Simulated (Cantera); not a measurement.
A Cantera script and its output.

```python
import numpy as np
import cantera as ct

gas = ct.Solution("SiF4_NH3_mec.yaml", "gas")
gas.TPX = 1823, 101325, {'NH3': 1, 'N2': 0.25}
inlet = ct.Reservoir(gas, clone=True)

reactor = ct.IdealGasConstPressureReactor(gas, energy="off", clone=False)
exhaust = ct.Reservoir(gas, clone=True)
tau = [16, 5.9, 2.1, 0.78, 0.28, 0.1, 0.038, 0.014, 0.005][0]
for a, b in ((inlet, reactor), (reactor, exhaust)):
    ct.MassFlowController(a, b, mdot=lambda t: reactor.mass / tau)
net = ct.ReactorNet([reactor])
show = ['NH3', 'NH', 'N2H2', 'N', 'H', 'N2', 'N2H4']

rows = []
print(f"{'tau/s':>10s}{'T/K':>9s}" + "".join(f"{s:>11s}" for s in show))
for tau in [16, 5.9, 2.1, 0.78, 0.28, 0.1, 0.038, 0.014, 0.005]:
    net.initial_time = 0.0
    net.advance(30 * tau)
    before = gas.X
    net.advance(40 * tau)
    drift = np.max(np.abs(gas.X - before) / (gas.X + 1e-9))
    rows.append([gas.T, *gas[show].X, drift])
    print(f"{tau:10.3e}{gas.T:9.1f}" + "".join(f"{x:11.3e}" for x in gas[show].X))
```

Output:

```
     tau/s      T/K        NH3         NH       N2H2          N          H         N2       N2H4
 1.600e+01   1823.0  2.899e-02  7.002e-07  1.662e-08  5.915e-08  2.844e-04  3.284e-01  2.751e-09
 5.900e+00   1823.0  5.457e-02  1.056e-06  4.512e-08  7.957e-08  2.466e-04  3.242e-01  7.842e-09
 2.100e+00   1823.0  1.079e-01  1.540e-06  1.242e-07  9.898e-08  1.974e-04  3.153e-01  2.280e-08
 7.800e-01   1823.0  2.051e-01  2.074e-06  3.105e-07  1.107e-07  1.438e-04  2.991e-01  5.916e-08
 2.800e-01   1823.0  3.650e-01  2.576e-06  7.086e-07  1.115e-07  8.922e-05  2.724e-01  1.348e-07
 1.000e-01   1823.0  5.484e-01  2.856e-06  1.310e-06  9.900e-08  4.589e-05  2.418e-01  2.398e-07
 3.800e-02   1823.0  6.779e-01  2.818e-06  1.849e-06  7.453e-08  2.125e-05  2.202e-01  3.315e-07
 1.400e-02   1823.0  7.496e-01  2.523e-06  2.188e-06  4.270e-08  8.791e-06  2.082e-01  4.012e-07
 5.000e-03   1823.0  7.813e-01  2.151e-06  2.299e-06  1.825e-08  3.366e-06  2.030e-01  4.407e-07
```

Cantera simulation using the gas-phase N/H chemistry of the illustrative SiF4/NH3 mechanism in the Surface Chemkin manual (1991); the numbers are that mechanism's predictions, not measurements. Walls and surfaces, which speed up NH3 decomposition in real reactors, are not modelled.
